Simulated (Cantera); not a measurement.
A perfectly stirred reactor is fed with H₂ : O₂ : N₂ = 0.68 : 1 : 10 (molar parts), equivalence ratio 0.34, at 0.133 bar; it is held at 1075 K, and followed from long to short residence time.

Detailed kinetics in Cantera: GRI-Mech 3.0 (53 species, 325 reactions). The temperature is held fixed by assumption; the heat of reaction is taken as removed at once.

Problem. What does this change do: temperature 1075 to 1375 K?

Solution. 
```
quantity                  before     after
----------------------  --------  --------
x(H₂) at τ = 16.0 s      3.91e-5   2.33e-5
x(O₂) at τ = 16.0 s       0.0582    0.0581
x(H₂O₂) at τ = 16.0 s    1.34e-7   2.13e-8
x(NO) at τ = 16.0 s      7.40e-8   2.01e-6
x(N₂O) at τ = 16.0 s     1.55e-7   1.68e-7
x(H₂) at τ = 0.110 s    0.000904  0.000609
x(O₂) at τ = 0.110 s      0.0584    0.0578
x(H₂O₂) at τ = 0.110 s   4.66e-7   1.57e-7
x(NO) at τ = 0.110 s     1.93e-7   1.74e-6
x(N₂O) at τ = 0.110 s    4.72e-8   6.75e-8
```
